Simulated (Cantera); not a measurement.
Equilibrium for chlorosilane synthesis and conversion: Si + HCl + H₂

Input: 1 mol Si, 1.5 mol HCl, 2.9 mol H₂, at 0.100 bar.

Cantera equilibrium calculation (NASA polynomials, part measured and part estimated; ideal gas, pure solids and liquids). Candidate condensed phases: Si; 19 gas species. The tables' values for SiCl₃ are old estimates; treat these amounts as uncertain. The numbers say what is thermodynamically allowed, not how fast it happens.

From 402 °C to 1052 °C the condensed part is Si(s). The main Si-bearing gas is SiCl₄ at 402 °C and SiCl₂ at 1052 °C. The share of Si in condensed phases is highest at 952 °C (64.1 %) and lowest at 402 °C (59.6 %).

| T (°C) | x H₂ | x HCl | x SiCl₄ | x SiCl₂ | x SiHCl₃ | x SiCl₃ | x SiH₂Cl₂ | x SiH₃Cl | n Si(s) |
|---|---|---|---|---|---|---|---|---|---|
| 402 | 0.899 | 0.000305 | 0.0724 | 6.63e-8 | 0.0280 | 3.25e-6 | 0.000671 | 3.38e-6 | 0.596 |
| 452 | 0.898 | 0.000736 | 0.0727 | 4.75e-7 | 0.0274 | 1.19e-5 | 0.000718 | 4.12e-6 | 0.597 |
| 502 | 0.898 | 0.00158 | 0.0729 | 2.63e-6 | 0.0268 | 3.68e-5 | 0.000759 | 4.87e-6 | 0.598 |
| 552 | 0.897 | 0.00309 | 0.0729 | 1.18e-5 | 0.0262 | 9.87e-5 | 0.000793 | 5.62e-6 | 0.600 |
| 602 | 0.895 | 0.00557 | 0.0725 | 4.42e-5 | 0.0255 | 0.000235 | 0.000820 | 6.35e-6 | 0.603 |
| 652 | 0.893 | 0.00939 | 0.0717 | 0.000143 | 0.0248 | 0.000508 | 0.000840 | 7.03e-6 | 0.607 |
| 702 | 0.889 | 0.0149 | 0.0703 | 0.000405 | 0.0239 | 0.00100 | 0.000851 | 7.66e-6 | 0.612 |
| 752 | 0.883 | 0.0226 | 0.0680 | 0.00103 | 0.0229 | 0.00183 | 0.000853 | 8.20e-6 | 0.619 |
| 802 | 0.875 | 0.0326 | 0.0645 | 0.00237 | 0.0216 | 0.00311 | 0.000842 | 8.64e-6 | 0.626 |
| 852 | 0.865 | 0.0450 | 0.0596 | 0.00496 | 0.0199 | 0.00490 | 0.000815 | 8.94e-6 | 0.634 |
| 902 | 0.852 | 0.0596 | 0.0528 | 0.00950 | 0.0178 | 0.00717 | 0.000771 | 9.05e-6 | 0.639 |
| 952 | 0.837 | 0.0757 | 0.0444 | 0.0167 | 0.0153 | 0.00969 | 0.000706 | 8.96e-6 | 0.641 |
| 1002 | 0.821 | 0.0922 | 0.0347 | 0.0269 | 0.0125 | 0.0120 | 0.000621 | 8.63e-6 | 0.638 |
| 1052 | 0.805 | 0.108 | 0.0248 | 0.0394 | 0.00948 | 0.0134 | 0.000521 | 8.10e-6 | 0.630 |
x: gas mole fraction; n: condensed amount in mol.
